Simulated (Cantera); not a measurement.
What does this Cantera script print?

```python
import numpy as np
import cantera as ct

gas_names = """
    B BH BH2 BH3 BN BO BO2 B2 B2O B2O2 B2O3 B3O3H3 H HBO HBO2 HNO HNO2 HNO3 HO2 H2 H2O H2O2 H3B3O6 N NH
    NH2 NH3 NH2OH NO NO2 NO3 N2 N2H2 N2H4 N2O O OH O2 O3
""".split()
cond_names = """
    B(b) B(L) BN(s) B2O3(L) B3O3H3(cr) H2O(s) H2O(L)
""".split()


# ... load() reads the species with a 1 bar reference pressure and builds the phases ...
atoms = {
    'B2O3': {'B': 2, 'O': 3},
    'H2O': {'H': 2, 'O': 1},
    'N2': {'N': 2},
}
top_T = {'BN(s)': 3200}  # K; cautious upper limits of use, not melting points


# ... equilibrate(T, P, feed) seeds the gas with the atoms and calls Mixture.equilibrate('TP', solver="vcs", rtol=1e-11, max_steps=5000) ...
results = []
feed = {'B2O3': 1, 'H2O': 7.2, 'N2': 5.6}  # mol
P = 1333.22  # Pa
for T in [1798, 1848, 1898, 1948, 1998, 2048, 2098, 2148, 2198, 2248, 2298]:
    mix = equilibrate(T, P, feed)
    results.append((T, P, feed, dict(zip(mix.species_names, mix.species_moles))))

top = {s: max(r[3][s] / sum(r[3][g] for g in gas_names) for r in results) for s in gas_names}
cols = sorted((s for s in top if top[s] > 0.001), key=lambda s: -top[s])[:9]
seen = [c for c in cond_names if any(r[3].get(c, 0) > 1e-12 for r in results)]
print("log10 of partial pressures in bar; condensed amounts in mol")
print(f"{'T/K':>10s}" + "".join(f"{s[:9]:>10s}" for s in cols + seen))
for T, P, feed, n in results:
    ng = sum(n[g] for g in gas_names)
    print(f"{T:10.4g}" + "".join(f"{np.log10(max(n[s] / ng * P / 1e5, 1e-99)):10.3f}" for s in cols)
          + "".join(f"{n.get(c, 0):10.4g}" for c in seen))
```

It prints:

```
log10 of partial pressures in bar; condensed amounts in mol
       T/K       H2O        N2      HBO2        H2        OH         H        O2       BO2      B2O3
      1798    -2.226    -2.268    -2.736    -4.197    -4.763    -5.552    -4.612    -5.189    -4.381
      1848    -2.228    -2.269    -2.739    -4.065    -4.605    -5.308    -4.485    -5.032    -4.344
      1898    -2.231    -2.270    -2.742    -3.941    -4.455    -5.077    -4.365    -4.883    -4.309
      1948    -2.235    -2.271    -2.747    -3.824    -4.313    -4.859    -4.252    -4.743    -4.276
      1998    -2.240    -2.272    -2.751    -3.713    -4.180    -4.651    -4.146    -4.610    -4.245
      2048    -2.246    -2.273    -2.757    -3.609    -4.054    -4.454    -4.046    -4.484    -4.217
      2098    -2.254    -2.276    -2.764    -3.511    -3.936    -4.268    -3.951    -4.365    -4.191
      2148    -2.264    -2.278    -2.772    -3.420    -3.824    -4.090    -3.862    -4.252    -4.167
      2198    -2.276    -2.281    -2.782    -3.334    -3.720    -3.921    -3.779    -4.145    -4.145
      2248    -2.291    -2.286    -2.794    -3.255    -3.622    -3.762    -3.702    -4.044    -4.126
      2298    -2.309    -2.291    -2.809    -3.182    -3.531    -3.610    -3.630    -3.950    -4.110
```

These are equilibrium values from Cantera (NASA tables, ideal gas, pure condensed phases), not measurements of a reactor.
